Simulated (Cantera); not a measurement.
A Cantera script and its output.

```python
import numpy as np
import cantera as ct

surf = ct.Interface("ptcombust.yaml", "Pt_surf")
gas = surf.adjacent["gas"]
gas.TPX = 1250, 100000, {'CH4': 0.004, 'O2': 0.064, 'N2': 0.79}
surf.TP = 1250, 100000
reactor = ct.FlowReactor(gas, clone=False)
reactor.area = 0.0001  # m2
reactor.surface_area_to_volume_ratio = 9100  # 1/m
reactor.mass_flow_rate = 1 * reactor.area * gas.density  # inlet velocity 1 m/s
reactor.energy_enabled = False
wall = ct.ReactorSurface(surf, reactor, clone=False)
net = ct.ReactorNet([reactor])
net.rtol, net.atol = 1e-8, 1e-16
show, cover = ['CH4', 'O2', 'H2O', 'CO2', 'CO'], ['PT(S)', 'H(S)', 'O(S)', 'OH(S)', 'CO(S)', 'C(S)']

rows = []
print(f"{'z/m':>9s}{'u/(m/s)':>9s}" + "".join(f"{s:>13s}" for s in show + cover))
for z in [3.4e-05, 6.5e-05, 0.00012, 0.00024, 0.00047, 0.0009, 0.0017, 0.0034]:
    net.advance(z)
    rows.append([reactor.speed, *gas[show].X, *surf[cover].coverages])
    print(f"{z:9.4g}{rows[-1][0]:9.3g}" + "".join(f"{x:13.4e}" for x in rows[-1][1:]))
```

Output:

```
      z/m  u/(m/s)          CH4           O2          H2O          CO2           CO        PT(S)         H(S)         O(S)        OH(S)        CO(S)         C(S)
  3.4e-05        1   3.8120e-03   7.2898e-02   1.6969e-03   8.4153e-04   6.6596e-06   4.9847e-01   1.6306e-06   5.0105e-01   4.7995e-04   4.2987e-06   7.3992e-08
  6.5e-05        1   3.1696e-03   7.1616e-02   2.9784e-03   1.4829e-03   5.5515e-06   4.9931e-01   2.1109e-06   5.0007e-01   6.1934e-04   3.5952e-06   6.1881e-08
  0.00012        1   2.2802e-03   6.9843e-02   4.7515e-03   2.3700e-03   4.0089e-06   5.0052e-01   2.6427e-06   4.9871e-01   7.7164e-04   2.6081e-06   4.4888e-08
  0.00024        1   1.1052e-03   6.7502e-02   7.0928e-03   3.5412e-03   1.9547e-06   5.0217e-01   3.2249e-06   4.9689e-01   9.3540e-04   1.2789e-06   2.2003e-08
  0.00047        1   2.7302e-04   6.5842e-02   8.7521e-03   4.3710e-03   4.8776e-07   5.0338e-01   3.5887e-06   4.9558e-01   1.0358e-03   3.1898e-07   5.4801e-09
   0.0009        1   1.9917e-05   6.5334e-02   9.2599e-03   4.6250e-03   3.8780e-08   5.0376e-01   3.6943e-06   4.9517e-01   1.0647e-03   2.3789e-08   4.0080e-10
   0.0017        1   1.9716e-07   6.5289e-02   9.3034e-03   4.6471e-03   2.9698e-09   5.0380e-01   3.7033e-06   4.9513e-01   1.0671e-03   6.1146e-10   3.9684e-12
   0.0034        1   3.3085e-09   6.5283e-02   9.3078e-03   4.6502e-03   1.6593e-09   5.0380e-01   3.7042e-06   4.9512e-01   1.0673e-03   2.4424e-10   6.6597e-14
```

Computed with Cantera and Deutschmann's 1995 Pt surface mechanism with GRI-Mech 3.0 gas chemistry. Catalytic surfaces can have several steady states; this one follows from the mechanism file's or the stated starting coverage. Mass transfer to the wall is taken as infinitely fast.
